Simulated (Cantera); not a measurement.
Cantera run, input and output.

```python
import numpy as np
import cantera as ct

surf = ct.Interface("ptcombust.yaml", "Pt_surf")
gas = surf.adjacent["gas"]
gas.TPX = 725, 100000, {'CO': 0.0091, 'O2': 0.051, 'N2': 0.79}
surf.TP = 725, 100000
reactor = ct.FlowReactor(gas, clone=False)
reactor.area = 0.0001  # m2
reactor.surface_area_to_volume_ratio = 440  # 1/m
reactor.mass_flow_rate = 2.1 * reactor.area * gas.density  # inlet velocity 2.1 m/s
reactor.energy_enabled = False
wall = ct.ReactorSurface(surf, reactor, clone=False)
net = ct.ReactorNet([reactor])
net.rtol, net.atol = 1e-8, 1e-16
show, cover = ['CO', 'O2', 'H2O', 'CO2'], ['PT(S)', 'H(S)', 'O(S)', 'OH(S)', 'CO(S)', 'C(S)']

rows = []
print(f"{'z/m':>9s}{'u/(m/s)':>9s}" + "".join(f"{s:>13s}" for s in show + cover))
for z in [0.0006, 0.0013, 0.0028, 0.006, 0.013, 0.028, 0.06]:
    net.advance(z)
    rows.append([reactor.speed, *gas[show].X, *surf[cover].coverages])
    print(f"{z:9.4g}{rows[-1][0]:9.3g}" + "".join(f"{x:13.4e}" for x in rows[-1][1:]))
```

Output:

```
      z/m  u/(m/s)           CO           O2          H2O          CO2        PT(S)         H(S)         O(S)        OH(S)        CO(S)         C(S)
   0.0006      2.1   9.9031e-03   5.9614e-02  -4.9148e-30   8.0588e-04   7.9812e-02  -1.9600e-21   1.6777e-02  -6.4992e-18   9.0341e-01   2.1528e-12
   0.0013      2.1   8.8440e-03   5.9114e-02  -6.5369e-28   1.8706e-03   8.6443e-02   3.2209e-21   1.9725e-02   6.9744e-17   8.9383e-01   1.9622e-12
   0.0028     2.09   5.4849e-03   5.7526e-02   2.6531e-29   5.2478e-03   1.2943e-01   1.2087e-17   4.6690e-02   1.4771e-17   8.2388e-01   1.1440e-12
    0.006     2.09   2.4687e-03   5.6101e-02   5.9523e-29   8.2802e-03   2.9642e-02  -5.5298e-25   9.6881e-01   5.4512e-18   1.5525e-03   2.3795e-17
    0.013     2.09   1.8354e-03   5.5802e-02   4.9340e-29   8.9169e-03   2.3047e-02   3.6123e-25   9.7626e-01   6.9363e-19   6.9258e-04   8.1901e-18
    0.028     2.09   1.1961e-03   5.5500e-02   1.6241e-30   9.5596e-03   1.9573e-02  -4.7704e-27   9.8010e-01  -3.4826e-21   3.2431e-04   3.2443e-18
     0.06     2.09   5.9616e-04   5.5216e-02   1.7259e-29   1.0163e-02   1.7459e-02  -8.0815e-23   9.8241e-01   1.6542e-17   1.2831e-04   1.1422e-18
```

Cantera simulation using Deutschmann's 1995 Pt surface mechanism with GRI-Mech 3.0 gas chemistry; the numbers are that mechanism's predictions, not measurements. Catalytic surfaces can have several steady states; this one follows from the mechanism file's or the stated starting coverage. Mass transfer to the wall is taken as infinitely fast.
